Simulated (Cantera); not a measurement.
Charge: 1 mol MgCl2, 0.066 mol HCl, 2.2 mol H2, held at 0.133 bar.

Cantera equilibrium calculation (NASA polynomials, part measured and part estimated; ideal gas, pure solids and liquids). Candidate condensed phases: Mg, MgCl2; 10 gas species. The tables' values for MgH are old estimates; treat these amounts as uncertain. Equilibrium is a limit: real reactors are often held back by kinetics, nucleation or transport.

x: gas mole fraction; n: condensed amount in mol.

| T (K) | x H2 | x MgCl2 | x HCl | x Mg | n MgCl2(s) | n MgCl2(l) |
|---|---|---|---|---|---|---|
| 925 | 0.971 | 0.000152 | 0.0291 | <1e-12 | 1.000 | 0 |
| 1000 | 0.969 | (withheld) | 0.0291 | (withheld) | 0 | 0.997 |
| 1075 | 0.964 | 0.00710 | 0.0289 | 1.85e-10 | 0 | 0.984 |
| 1150 | 0.944 | 0.0282 | 0.0283 | 9.49e-9 | 0 | 0.934 |
| 1225 | 0.880 | 0.0931 | 0.0264 | 3.10e-7 | 0 | 0.767 |
| 1300 | 0.714 | 0.265 | 0.0214 | 7.73e-6 | 0 | 0.184 |
| 1375 | 0.673 | 0.306 | 0.0203 | 5.37e-5 | 0 | 0 |
| 1450 | 0.673 | 0.306 | 0.0208 | 0.000245 | 0 | 0 |
| 1525 | 0.672 | 0.305 | 0.0222 | 0.000875 | 0 | 0 |
| 1600 | 0.669 | 0.302 | 0.0254 | 0.00236 | 0 | 0 |
| 1675 | 0.664 | 0.298 | 0.0310 | 0.00495 | 0 | 0 |
| 1750 | 0.657 | 0.293 | (withheld) | (withheld) | 0 | 0 |
| 1825 | 0.648 | 0.285 | 0.0498 | 0.0136 | 0 | 0 |

### Question
Fill in the missing entries.

### Answer

- 1000, x MgCl2: 0.00143
- 1000, x Mg: 1.99e-12
- 1750, x HCl: 0.0391
- 1750, x Mg: 0.00870
